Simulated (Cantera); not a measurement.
Cantera run:

```python
import numpy as np
import cantera as ct

gas_names = [...]  # 92 gases of nasa_gas.yaml made of C, H, N
cond_names = """
    C(gr) C6H6(L) C7H8(L) C8H18(L),n-octa
""".split()


# ... load() reads the species with a 1 bar reference pressure and builds the phases ...
atoms = {
    'toluene': {'C': 7, 'H': 8},
    'H2': {'H': 2},
    'N2': {'N': 2},
}
top_T = {'C(gr)': 4500}  # K; cautious upper limits of use, not melting points


# ... equilibrate(T, P, feed) seeds the gas with the atoms and calls Mixture.equilibrate('TP', solver="vcs", rtol=1e-11, max_steps=5000) ...
results = []
feed = {'toluene': 1, 'H2': 1.6, 'N2': 0.51}  # mol
T = 1175  # K
for P in [10, 160, 2500, 40000, 630000, 10000000]:
    mix = equilibrate(T, P, feed)
    results.append((T, P, feed, dict(zip(mix.species_names, mix.species_moles))))

top = {s: max(r[3][s] / sum(r[3][g] for g in gas_names) for r in results) for s in gas_names}
cols = sorted((s for s in top if top[s] > 1e-06), key=lambda s: -top[s])[:7]
seen = [c for c in cond_names if any(r[3].get(c, 0) > 1e-12 for r in results)]
print("log10 of partial pressures in bar; condensed amounts in mol")
print(f"{'P/Pa':>10s}" + "".join(f"{s[:9]:>10s}" for s in cols + seen))
for T, P, feed, n in results:
    ng = sum(n[g] for g in gas_names)
    print(f"{P:10.4g}" + "".join(f"{np.log10(max(n[s] / ng * P / 1e5, 1e-99)):10.3f}" for s in cols)
          + "".join(f"{n.get(c, 0):10.4g}" for c in seen))
```

Result:

```
log10 of partial pressures in bar; condensed amounts in mol
      P/Pa        H2       CH4        N2       NH3      C2H6      C2H4       HCN     C(gr)
        10    -4.038    -9.794    -5.079   -12.263   -18.731   -14.012    -8.809         7
       160    -2.834    -7.385    -3.874    -9.855   -15.118   -11.604    -7.605         7
      2500    -1.640    -4.998    -2.680    -7.467   -11.538    -9.217    -6.411     6.997
     4e+04    -0.439    -2.596    -1.474    -5.062    -7.934    -6.815    -5.207     6.961
   6.3e+05     0.717    -0.284    -0.245    -2.714    -4.467    -4.503    -4.015     6.534
     1e+07     1.668     1.618     1.069    -0.631    -1.614    -2.601    -2.882      5.21
```

Equilibrium computed with Cantera from the NASA thermochemical tables; the gas is ideal and each condensed phase is pure. The ideal-gas law is rough above about 30 bar.
